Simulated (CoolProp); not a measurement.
A Linde-Hampson liquefier for ethane: isothermal reversible compression at 320 K from 1 atm to 25 MPa, throttling to 1 atm, return gas leaving the recuperator 2 K below the feed. Each further row changes one setting.

The numbers come from the reference Helmholtz-energy equation of state, Bücker 2006 in CoolProp.

```csv
case,liquid yield per pass,compression work (kJ/kg of gas)
as stated,[?],378
high pressure 50 MPa,[?],[?]
warm-end temperature 350 K,[?],[?]
warm-end gap 7 K,[?],378
```

Task: Fill in the missing entries.

Result: 
- as stated, liquid yield per pass: 0.465
- high pressure 50 MPa, liquid yield per pass: 0.448
- high pressure 50 MPa, compression work (kJ/kg of gas): 436
- warm-end temperature 350 K, liquid yield per pass: 0.386
- warm-end temperature 350 K, compression work (kJ/kg of gas): 443
- warm-end gap 7 K, liquid yield per pass: 0.458
